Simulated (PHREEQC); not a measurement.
Solution (88 °C): 0.0048 mol NaHCO3, 0.00062 mol Na2CO3 and 0.25 mol KCl per kg of water. Closed to the air; pH follows from the charge balance.

Equilibrium calculation in PHREEQC: ion-association model, wateq4f.dat.

Each row changes one thing in this solution. No solid was allowed to form.

```json
[
 {"case": "as made", "pH": "8.52", "ionic strength (mol/kgw)": "0.256", "HCO3- (mol/kgw)": "0.00492", "CO3-2 (mol/kgw)": "0.000345", "NaCO3- (mol/kgw)": "0.000127", "CO2 (mol/kgw)": "2.33e-5", "SI of Nahcolite (NaHCO3)": "-4.77", "SI of Halite (NaCl)": "-4.87"},
 {"case": "NaHCO3 from 0.0048 to 0.048 mol/kgw", "pH": "7.71", "ionic strength (mol/kgw)": "0.298", "HCO3- (mol/kgw)": "(withheld)", "CO3-2 (mol/kgw)": "0.000508", "NaCO3- (mol/kgw)": "0.00142", "CO2 (mol/kgw)": "0.00134", "SI of Nahcolite (NaHCO3)": "-2.92", "SI of Halite (NaCl)": "-3.98"},
 {"case": "temperature from 88 to 80 °C", "pH": "8.58", "ionic strength (mol/kgw)": "0.256", "HCO3- (mol/kgw)": "0.00489", "CO3-2 (mol/kgw)": "0.000389", "NaCO3- (mol/kgw)": "0.000111", "CO2 (mol/kgw)": "1.90e-5", "SI of Nahcolite (NaHCO3)": "-4.72", "SI of Halite (NaCl)": "-4.85"},
 {"case": "0.0034 mol/kgw HBr added", "pH": "6.17", "ionic strength (mol/kgw)": "0.256", "HCO3- (mol/kgw)": "0.00263", "CO3-2 (mol/kgw)": "8.28e-7", "NaCO3- (mol/kgw)": "3.12e-7", "CO2 (mol/kgw)": "0.00278", "SI of Nahcolite (NaHCO3)": "-5.03", "SI of Halite (NaCl)": "-4.86"},
 {"case": "diluted 2-fold with water", "pH": "8.50", "ionic strength (mol/kgw)": "0.128", "HCO3- (mol/kgw)": "0.00252", "CO3-2 (mol/kgw)": "0.000140", "NaCO3- (mol/kgw)": "3.32e-5", "CO2 (mol/kgw)": "1.37e-5", "SI of Nahcolite (NaHCO3)": "-5.31", "SI of Halite (NaCl)": "-5.40"},
 {"case": "diluted 5-fold with water", "pH": "8.35", "ionic strength (mol/kgw)": "0.0512", "HCO3- (mol/kgw)": "0.00104", "CO3-2 (mol/kgw)": "3.23e-5", "NaCO3- (mol/kgw)": "4.19e-6", "CO2 (mol/kgw)": "8.76e-6", "SI of Nahcolite (NaHCO3)": "-6.02", "SI of Halite (NaCl)": "-6.12"},
 {"case": "temperature from 88 to 70 °C", "pH": "(withheld)", "ionic strength (mol/kgw)": "0.256", "HCO3- (mol/kgw)": "0.00486", "CO3-2 (mol/kgw)": "0.000443", "NaCO3- (mol/kgw)": "9.04e-5", "CO2 (mol/kgw)": "1.52e-5", "SI of Nahcolite (NaHCO3)": "-4.64", "SI of Halite (NaCl)": "-4.82"},
 {"case": "Na2CO3 left out", "pH": "7.80", "ionic strength (mol/kgw)": "0.255", "HCO3- (mol/kgw)": "0.00460", "CO3-2 (mol/kgw)": "(withheld)", "NaCO3- (mol/kgw)": "1.85e-5", "CO2 (mol/kgw)": "0.000113", "SI of Nahcolite (NaHCO3)": "-4.89", "SI of Halite (NaCl)": "-4.96"},
 {"case": "Na2CO3 from 0.00062 to 0.0031 mol/kgw", "pH": "9.11", "ionic strength (mol/kgw)": "0.262", "HCO3- (mol/kgw)": "0.00545", "CO3-2 (mol/kgw)": "0.00150", "NaCO3- (mol/kgw)": "0.000935", "CO2 (mol/kgw)": "6.58e-6", "SI of Nahcolite (NaHCO3)": "-4.50", "SI of Halite (NaCl)": "-4.64"}
]
```

Problem. Some entries are withheld; supply them.

Solution. 
- NaHCO3 from 0.0048 to 0.048 mol/kgw, HCO3- (mol/kgw): 0.0448
- temperature from 88 to 70 °C, pH: 8.65
- Na2CO3 left out, CO3-2 (mol/kgw): 6.19e-5

At this temperature some constants are extrapolated from 25 °C, and those without enthalpy data are left unchanged.
